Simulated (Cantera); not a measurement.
Charge: 1 mol toluene, 0.082 mol O₂, equilibrated at 2448.15 K and 133 Pa.

Equilibrium computed with Cantera from the NASA thermochemical tables; the gas is ideal and each condensed phase is pure. Candidate condensed phases: C, C₆H₆, C₇H₈, C₈H₁₈, H₂O; 110 gas species. Kinetics and transport are ignored.

Base state: H₂ 0.556, H 0.407, CO 0.0314, C₂H₂ (acetylene) 0.00481, C₂H 0.000226, C₃ 0.000163, C 6.03e-5, C₄H₂ 1.72e-5 (mole fractions); condensed: C(graphite).

What changes in the equilibrium state with this change: O₂ from 0.082 to 0.025 mol?


```json
[
 {"species": "H₂", "before": "0.556", "after": "0.572"},
 {"species": "H", "before": "0.407", "after": "0.413"},
 {"species": "CO", "before": "0.0314", "after": "0.00979"},
 {"species": "C₂H₂ (acetylene)", "before": "0.00481", "after": "0.00495"},
 {"species": "C₄H₂", "before": "1.72e-5", "after": "1.77e-5"},
 {"species": "C₂H", "before": "0.000226", "after": "0.000229"},
 {"species": "C₂", "before": "1.49e-5", "after": "1.49e-5"},
 {"species": "C(graphite), mol", "before": "6.78", "after": "6.89"}
]
```

What changes in the equilibrium state with this change: O₂ from 0.082 to 1.1 mol?


| species | before | after |
|---|---|---|
| H₂ | 0.556 | 0.369 |
| H | 0.407 | 0.331 |
| CO | 0.0314 | 0.296 |
| C₄H₂ | 1.72e-5 | 1.14e-5 |
| C₂H₂ (acetylene) | 0.00481 | 0.00319 |
| C₂H | 0.000226 | 0.000184 |
| C(graphite), mol | 6.78 | 4.75 |
